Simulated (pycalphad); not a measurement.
Phase fractions of Si-8.442Fe-71.71Al (wt.%)

Source of the numbers: pycalphad with the COST 507 light-alloy database (1999); pressure 1 atm. The database dates from 1999; later assessments differ in places, in temperatures and in the compounds included. Phase fractions are per mole of atoms.

| T (K) | LIQUID | ALFESI_DELTA | DIAMOND_A4 | FCC_A1 | ALFESI_BETA |
|---|---|---|---|---|---|
| 1050 | 1.000 | - | - | - | - |
| 975 | 0.819 | 0.181 | - | - | - |
| 900 | [?] | [?] | [?] | - | - |
| 825 | - | - | 0.151 | 0.562 | 0.287 |
| 750 | - | - | 0.155 | 0.559 | 0.287 |
| 675 | - | - | [?] | [?] | 0.287 |
| 600 | - | - | 0.158 | 0.556 | 0.287 |
| 525 | - | - | 0.158 | 0.555 | 0.287 |

### Question
What belongs in the gaps?

### Answer

- 900, LIQUID: 0.736
- 900, ALFESI_DELTA: 0.253
- 900, DIAMOND_A4: 0.011
- 675, DIAMOND_A4: 0.157
- 675, FCC_A1: 0.557

Database names, with the compositions (at.%) that they take in these runs: ALFESI_DELTA: Al 55 Si 30 Fe 15; ALFESI_BETA: Al 70 Si 15 Fe 15. FCC_A1 is fcc; DIAMOND_A4 is diamond (Si).
